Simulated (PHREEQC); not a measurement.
Make-up at 55 °C: 36 mmol/kgw NH4HF2 and 40 mmol/kgw H2SiF6. Closed to the air; pH follows from the charge balance.

All values are PHREEQC results (ion-association model, wateq4f.dat), not measurements.

Each row changes one thing in this solution. Precipitation was switched off in this run.

```csv
case,pH,ionic strength (mol/kgw),HF (mol/kgw),H2F2 (mol/kgw),F- (mol/kgw),HF2- (mol/kgw)
as made,1.44,0.121,0.0636,0.00347,0.000918,0.000263
NH4HF2 from 0.036 to 0.054 mol/kgw,1.63,0.123,0.0903,0.00699,0.00204,0.000831
NH4HF2 left out,1.22,0.111,0.0180,0.000278,0.000156,1.27e-5
NH4HF2 replaced by NH4F at the same molality,1.44,0.120,0.0336,0.000966,0.000491,7.43e-5
NH4HF2 from 0.036 to 0.072 mol/kgw,1.91,0.127,0.113,0.0109,0.00484,0.00245
temperature from 55 to 25 °C,1.43,0.122,0.0543,0.00790,0.00134,0.000287
H2SiF6 left out,3.37,0.0365,0.0298,0.000744,0.0323,0.00424
```

Some of these states are supersaturated (in Quartz (slow to form), Chalcedony (slow to form), for instance). Constants without temperature data keep their 25 °C values here. SiF6-2 is the database's only silicon fluoride.
